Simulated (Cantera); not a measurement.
Input: 1 mol B, 0.62 mol O2, 20 mol H2, at 1100 K and 100 Torr.

These are equilibrium values from Cantera (NASA tables, ideal gas, pure condensed phases), not measurements of a reactor. Candidate condensed phases: B, B2O3, B3O3H3, H2O; 23 gas species. Mutual solubility and eutectic melting of coexisting phases are not modelled. Rates play no part.

Base state: H2 0.998, B3O3H3 0.00239, HBO 2.45e-5 (mole fractions); condensed: B(s) + B2O3(l).

Question: What changes in the equilibrium state with this change: 0.012 mol Cl2 added?

Answer: 
```
species        before    after
------------  -------  -------
H2              0.998    0.996
B3O3H3        0.00239  0.00239
HCl                 0  0.00120
HBO           2.45e-5  2.44e-5
B(s), mol       0.125    0.125
B2O3(l), mol    0.365    0.365
```

Question: What changes in the equilibrium state with this change: B replaced by BCl3?

Answer: 
| species | before | after |
|---|---|---|
| H2 | 0.998 | 0.876 |
| HCl | 0 | 0.116 |
| BCl3 | 0 | 0.00637 |
| B3O3Cl3 | 0 | 0.00156 |
| B3O3H3 | 0.00239 | 0.000159 |
| HBO | 2.45e-5 | 9.91e-6 |
| B(s), mol | 0.125 | 0 |
| B2O3(l), mol | 0.365 | 0.376 |
Gases not in the tables: BHCl2.

Question: What changes in the equilibrium state with this change: temperature from 1100 K to 1825 K?

Answer: 
```json
[
 {"species": "H2", "before": "0.998", "after": "0.957"},
 {"species": "HBO", "before": "2.45e-5", "after": "0.0268"},
 {"species": "HBO2", "before": "1.69e-7", "after": "0.00629"},
 {"species": "B2O3", "before": "1.92e-9", "after": "0.00477"},
 {"species": "BO", "before": "<1e-9", "after": "0.000574"},
 {"species": "B2O2", "before": "1.99e-8", "after": "0.00273"},
 {"species": "B(s), mol", "before": "0.125", "after": "0"},
 {"species": "B2O3(l), mol", "before": "0.365", "after": "0"}
]
```
